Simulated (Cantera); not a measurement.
**Abatement and gas-phase synthesis: NF3 + H2O + H2**

Feed: 1 mol NF3, 0.036 mol H2O, a varied amount of H2, held at 2200 °C and 170 Pa.

Method: chemical equilibrium by Gibbs-energy minimisation in Cantera with the NASA 1993 tables (ideal gas, pure condensed phases). Candidate condensed phases: H2O; 40 gas species. Kinetics and transport are ignored.

| n(H2) (mol) | log p HF | log p H2 | log p H | log p N2 | log p H2O | log p F | log p O |
|---|---|---|---|---|---|---|---|
| 1.9 | -2.92 | -4.12 | -3.71 | -3.69 | -5.23 | -5.22 | -5.29 |
| 2.3 | -2.97 | -3.81 | -3.56 | -3.75 | -5.15 | -5.43 | -5.52 |
| 2.8 | -3.03 | -3.62 | -3.46 | -3.80 | -5.15 | -5.58 | -5.71 |
| 3.3 | -3.08 | -3.51 | -3.40 | -3.85 | -5.16 | -5.68 | -5.84 |
| 4 | -3.14 | -3.41 | -3.35 | -3.91 | -5.20 | -5.80 | -5.98 |
| 4.8 | -3.19 | -3.33 | -3.32 | -3.97 | -5.25 | -5.89 | -6.10 |
| 5.7 | -3.25 | -3.28 | -3.29 | -4.03 | -5.30 | -5.98 | -6.20 |
| 6.8 | -3.32 | -3.23 | -3.27 | -4.09 | -5.35 | -6.06 | -6.30 |
| 8.2 | -3.38 | -3.19 | -3.25 | -4.16 | -5.41 | -6.15 | -6.40 |
log p: log10 of the partial pressure in bar; nothing condenses.

From 1.9 mol H2 to 8.2 mol H2 nothing is condensed.
